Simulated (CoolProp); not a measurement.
Isobutene along the isobar 1690 kPa: Z from the reference equation and from simpler models built on Tc = 418.1 K, pc = 4016 kPa, ω = 0.193; each cubic takes its own stable root.

The numbers come from the reference Helmholtz-energy equation of state, Lemmon 2005 in CoolProp. It is a short technical equation, of lower accuracy than the large ones.

```json
[
 {"T (K)": "316.5", "phase": "liquid", "reference": "0.06351", "Redlich-Kwong": "0.07116", "Peng-Robinson": "0.06086"},
 {"T (K)": "334.5", "phase": "liquid", "reference": "0.06292", "Redlich-Kwong": "0.07155", "Peng-Robinson": "0.06093"},
 {"T (K)": "352.5", "phase": "liquid", "reference": "0.06311", "Redlich-Kwong": "0.07333", "Peng-Robinson": "0.06216"},
 {"T (K)": "370.4", "phase": "gas", "reference": "0.7163", "Redlich-Kwong": "0.7504", "Peng-Robinson": "0.7200"},
 {"T (K)": "388.4", "phase": "gas", "reference": "0.7747", "Redlich-Kwong": "0.7919", "Peng-Robinson": "0.7690"},
 {"T (K)": "406.3", "phase": "gas", "reference": "0.8144", "Redlich-Kwong": "0.8233", "Peng-Robinson": "___"},
 {"T (K)": "424.3", "phase": "gas", "reference": "0.8442", "Redlich-Kwong": "0.8481", "Peng-Robinson": "0.8341"},
 {"T (K)": "442.3", "phase": "gas", "reference": "0.8674", "Redlich-Kwong": "0.8682", "Peng-Robinson": "___"},
 {"T (K)": "460.2", "phase": "gas", "reference": "0.8859", "Redlich-Kwong": "0.8847", "Peng-Robinson": "0.8761"},
 {"T (K)": "478.2", "phase": "gas", "reference": "___", "Redlich-Kwong": "0.8986", "Peng-Robinson": "0.8920"},
 {"T (K)": "496.1", "phase": "gas", "reference": "0.9138", "Redlich-Kwong": "0.9103", "Peng-Robinson": "___"},
 {"T (K)": "514.1", "phase": "gas", "reference": "0.9245", "Redlich-Kwong": "0.9203", "Peng-Robinson": "0.9169"},
 {"T (K)": "532", "phase": "gas", "reference": "0.9336", "Redlich-Kwong": "0.9290", "Peng-Robinson": "0.9267"},
 {"T (K)": "550", "phase": "gas", "reference": "0.9415", "Redlich-Kwong": "0.9365", "Peng-Robinson": "0.9353"}
]
```

Complete the blanks.


- 406.3, Peng-Robinson: 0.8054
- 442.3, Peng-Robinson: 0.8572
- 478.2, reference: 0.9012
- 496.1, Peng-Robinson: 0.9054
